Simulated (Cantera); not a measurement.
A Cantera script and its output.

```python
import numpy as np
import cantera as ct

gas = ct.Solution("gri30.yaml")


def delay(T, t_max=10):
    gas.TPX = T, 820000, {'CO': 1, 'H2': 1.1, 'O2': 1.57, 'N2': 5.89, 'H2O': 0.78}
    reactor = ct.IdealGasReactor(gas, clone=False)
    net = ct.ReactorNet([reactor])
    net.rtol, net.atol = 1e-8, 1e-16
    while net.time < t_max:
        t_old, T_old = net.time, reactor.T
        net.step()
        if reactor.T > T + 400:  # ignition: a rise of 400 K
            return t_old + (T + 400 - T_old) / (reactor.T - T_old) * (net.time - t_old)
    return np.nan


taus = []
for T in [1175, 1225, 1275, 1325, 1375, 1425, 1475, 1525, 1575, 1625]:
    taus.append(delay(T))
    print(f"T0 = {T:6g} K   tau = {taus[-1]:.4e} s")
```

It prints:

```
T0 =   1175 K   tau = 1.8999e-04 s
T0 =   1225 K   tau = 6.3017e-05 s
T0 =   1275 K   tau = 2.1302e-05 s
T0 =   1325 K   tau = 9.5993e-06 s
T0 =   1375 K   tau = 5.7774e-06 s
T0 =   1425 K   tau = 4.0616e-06 s
T0 =   1475 K   tau = 3.1116e-06 s
T0 =   1525 K   tau = 2.5165e-06 s
T0 =   1575 K   tau = 2.1140e-06 s
T0 =   1625 K   tau = 1.8280e-06 s
```

Detailed kinetics in Cantera: GRI-Mech 3.0 (53 species, 325 reactions). The hydrogen kinetics of GRI-Mech 3.0 are dated; newer H2 mechanisms differ, most at raised pressure. Where the delays flatten at high temperature, the 400 K rule measures the pace of heat release, not the induction time.
